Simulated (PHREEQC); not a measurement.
1 kg of water holding 0.25 mol/kgw NaCl and 0.0061 mol/kgw MgCl2 is evaporated at 15 °C; the solids stay in contact with the brine. No CO2 enters from the air. Solids allowed: Bischofite, Brucite, Halite, MgCl2_4H2O. Others were left out.

The series has 28 steps of water left (kg), from 1 to 0.005012.

The numbers come from PHREEQC with the Pitzer model, pitzer.dat.

Which solids form, in which order, and at which step of the series does each first stand?

Halite from water left = 0.03564 kg.
